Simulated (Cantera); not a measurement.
Feed: 1 mol PbO, 0.32 mol N2, held at 1125 °C and 7.50 Torr.

These are equilibrium values from Cantera (NASA tables, ideal gas, pure condensed phases), not measurements of a reactor. Gases not in the tables: (PbO)n polymers. Kinetics and transport are ignored.

```tsv
species	before	after
PbO	0.218	0.479
N2	0.726	0.218
Pb	0.0376	0.202
O2	0.0187	0.101
O	1.26e-6	1.66e-5
NO	0.000205	0.000261
PbO(l), mol	0.887	0
```
Gas species are given as mole fractions.

Q: Name the change that produced these shifts.
A) temperature from 1125 °C to 277 °C
B) temperature from 1125 °C to 452 °C
C) pressure from 7.50 Torr to 0.233 Torr
D) pressure from 7.50 Torr to 42.0 Torr

A: C, pressure from 7.50 Torr to 0.233 Torr
